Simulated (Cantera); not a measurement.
Input: 1 mol Si3H8, 190 mol H2, held at 1550 K and 10000 Pa.

Cantera equilibrium calculation (NASA polynomials, part measured and part estimated; ideal gas, pure solids and liquids). Candidate condensed phases: Si; 9 gas species. The feed counts by its element totals alone. Rates play no part.

Base state: H2 1.000, H 9.96e-5 (mole fractions); condensed: Si(s).

Q: What changes in the equilibrium state with this change: Si3H8 replaced by SiH2Cl2?

A: 
| species | before | after |
|---|---|---|
| H2 | 1.000 | 0.990 |
| HCl | 0 | 0.00976 |
| SiCl2 | 0 | 0.000321 |
| H | 9.96e-5 | 9.91e-5 |
| Si(s), mol | 3.00 | 0.937 |
